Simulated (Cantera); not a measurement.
Standard-state values (1 bar) from the NASA 1993 polynomials, evaluated with Cantera. Values are per mole of reaction as written; species without (g) are pure solids or liquids, kept so even where they would boil at 1 bar.

Task: Between 300 and 1598 K, where is each reaction favourable under standard conditions?
- 6 H(g) + B₂O₃(g) → 2 B + 3 H₂O(g)

Result: 
- 6 H(g) + B₂O₃(g) → 2 B + 3 H₂O(g): ΔG° is -1079 kJ at 300 K and -487 kJ at 1598 K; it stays negative (K > 1). ΔH° is -1259 kJ and ΔS° -483 J/K at 1598 K.
